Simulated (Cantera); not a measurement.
Predominance diagram of Sr at 1625 K against the partial pressures of O2 and Cl2 (log10, bar). Cantera with NASA thermochemical tables; ideal gases at 1 bar, condensed phases pure. Candidates: Sr(l), SrCl2(l), SrO(s). Only these pure phases compete in this equilibrium. Not in the tables: the peroxide, oxide halides.

```
log p(Cl2) \ log p(O2)
        columns: -27, -25.6, -24.3, -23, -21.6, -20.2, -18.9, -17.5, -16.2, -14.8, -13.5, -12.1, -10.8, -9.4, -8.1, -6.8, -5.4, -4, -2.7, -1.3, 0
      1  A A A A A A A A A A A A A A A A A A A A A
   -1.9  A A A A A A A A A A A A A A A A A A A A A
   -4.8  A A A A A A A A A A A A A A A A A A A A A
   -7.7  A A A A A A A A A A A A A A A A A B B B B
  -10.6  A A A A A A A A A A A A A B B B B B B B B
  -13.4  A A A A A A A A A B B B B B B B B B B B B
  -16.3  A A A A B B B B B B B B B B B B B B B B B
  -19.2  B B B B B B B B B B B B B B B B B B B B B
  -22.1  B B B B B B B B B B B B B B B B B B B B B
    -25  B B B B B B B B B B B B B B B B B B B B B
```

A: SrCl2(l); B: SrO(s).
